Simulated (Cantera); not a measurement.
# CF4 + H2 + F2 (fluorocarbon and chlorocarbon gases)

Input: 1 mol CF4, 6.6 mol H2, 0.16 mol F2, at 1.50 Pa.

Method: chemical equilibrium by Gibbs-energy minimisation in Cantera with the NASA 1993 tables (ideal gas, pure condensed phases). Candidate condensed phases: C, C6H6, C7H8, C8H18; 95 gas species. Rates play no part.

| T (K) | log p H | log p H2 | log p HF | log p F | log p C3 | log p C2H2 (acetylene) | n C(graphite) |
|---|---|---|---|---|---|---|---|
| 1448 | -7.60 | -5.12 | -5.13 | -12.34 | <-16 | -10.44 | 1.000 |
| 1548 | -7.07 | -5.12 | -5.13 | -11.50 | <-16 | -9.93 | 1.000 |
| 1648 | -6.62 | -5.13 | -5.13 | -10.76 | -15.15 | -9.48 | 1.000 |
| 1748 | -6.21 | -5.15 | -5.14 | -10.10 | -13.65 | -9.09 | 0.999 |
| 1848 | -5.87 | -5.18 | -5.15 | -9.51 | -12.32 | -8.77 | 0.998 |
| 1948 | -5.57 | -5.25 | -5.17 | -8.97 | -11.13 | -8.52 | 0.996 |
| 2048 | -5.34 | -5.38 | -5.20 | -8.47 | -10.06 | -8.36 | 0.994 |
| 2148 | -5.18 | -5.59 | -5.24 | -7.97 | -9.09 | -8.31 | 0.990 |
| 2248 | -5.08 | -5.89 | -5.28 | -7.46 | -8.20 | -8.37 | 0.972 |
log p: log10 of the partial pressure in bar; n: condensed amount in mol.

From 1448 K to 2248 K the condensed part is C(graphite). The main C-bearing gas is C2H2 (acetylene) at 1448 K and C3 at 2248 K.
